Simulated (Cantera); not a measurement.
Feed: 1 mol Si(CH3)4, 1.7 mol HCl, 1.8 mol H2, equilibrated at 17.0 mbar.

Equilibrium computed with Cantera from the NASA thermochemical tables; the gas is ideal and each condensed phase is pure. Candidate condensed phases: C, C6H6, C7H8, C8H18, Si, SiC; 109 gas species. The tables' values for SiCl, SiCl3 are old estimates; treat these amounts as uncertain. Gases not in the tables: Si2H6 and higher silanes. Equilibrium is a limit: real reactors are often held back by kinetics, nucleation or transport.

x: gas mole fraction; n: condensed amount in mol.

| T (K) | x H2 | x HCl | x H | x Si | x Cl | n C(graphite) | n SiC(s) |
|---|---|---|---|---|---|---|---|
| 1098 | 0.831 | 0.164 | 1.73e-7 | <1e-12 | 3.07e-8 | 3.03 | 0.963 |
| 1198 | 0.823 | 0.175 | 1.32e-6 | <1e-12 | 2.45e-7 | 3.01 | 0.990 |
| 1298 | 0.822 | 0.177 | 7.45e-6 | 7.00e-12 | 1.36e-6 | 3.00 | 0.995 |
| 1398 | 0.822 | 0.177 | 3.29e-5 | 2.18e-10 | 5.85e-6 | 3.01 | 0.994 |
| 1498 | 0.822 | 0.177 | 0.000119 | 4.27e-9 | 2.07e-5 | 3.01 | 0.991 |
| 1598 | 0.822 | 0.176 | 0.000370 | 5.74e-8 | 6.27e-5 | 3.01 | 0.987 |
| 1698 | 0.822 | 0.175 | 0.00101 | 5.67e-7 | 0.000166 | 3.02 | 0.981 |
| 1798 | 0.821 | 0.173 | 0.00245 | 4.33e-6 | 0.000394 | 3.02 | 0.974 |
| 1898 | 0.819 | 0.170 | 0.00543 | 2.66e-5 | 0.000851 | 3.03 | 0.965 |
| 1998 | 0.815 | 0.167 | 0.0111 | 0.000136 | 0.00170 | 3.03 | 0.954 |
| 2098 | 0.806 | 0.162 | (withheld) | (withheld) | (withheld) | 3.04 | 0.938 |
| 2198 | 0.789 | 0.156 | (withheld) | (withheld) | (withheld) | 3.05 | 0.904 |
| 2298 | 0.759 | 0.146 | 0.0640 | 0.00769 | 0.00887 | 3.10 | 0.812 |
| 2398 | 0.706 | 0.132 | 0.102 | 0.0235 | 0.0135 | 3.24 | 0.536 |

Task: Complete the blanks.

Result: 
- 2198, x H: 0.0379
- 2198, x Si: 0.00227
- 2198, x Cl: 0.00545
- 2098, x H: 0.0212
- 2098, x Si: 0.000595
- 2098, x Cl: 0.00314
